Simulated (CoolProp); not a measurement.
Computed with CoolProp (reference Helmholtz-energy equation of state, Lemmon 2006). It is a short technical equation, of lower accuracy than the large ones.

Task: Give the vapour pressure (kPa), liquid cp (kJ/(kg K)), vapour Z of saturated nitrous oxide at 263.6, 290.2 K.

Result: 
```json
[
 {"T (K)": "263.6", "p (kPa)": "2420", "liquid cp (kJ/(kg K))": "2.11", "vapour Z": "0.759"},
 {"T (K)": "290.2", "p (kPa)": "4720", "liquid cp (kJ/(kg K))": "2.95", "vapour Z": "0.601"}
]
```
